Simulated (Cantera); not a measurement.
An isothermal, constant-pressure homogeneous reactor starts with NO : N₂ = 1 : 0.22 (molar parts), at 1648 K and 1.09 atm.

Cantera simulation using GRI-Mech 3.0 (53 species, 325 reactions); the numbers are that mechanism's predictions, not measurements.

Task: Predict: x(NO) at 2.00 s; x(O₂) at 2.00 s; x(O) at 2.00 s; x(N₂) at 2.00 s; x(NO₂) at 2.00 s.

Result: 
```
Item                                                Value
----------------  ---------------------------------------
x(NO) at 2.00 s     0.687 (gas-phase equilibrium 0.00286)
x(O₂) at 2.00 s      0.0651 (gas-phase equilibrium 0.408)
x(O) at 2.00 s    6.56e-6 (gas-phase equilibrium 1.55e-5)
x(N₂) at 2.00 s       0.246 (gas-phase equilibrium 0.589)
x(NO₂) at 2.00 s  0.00146 (gas-phase equilibrium 1.49e-5)
```
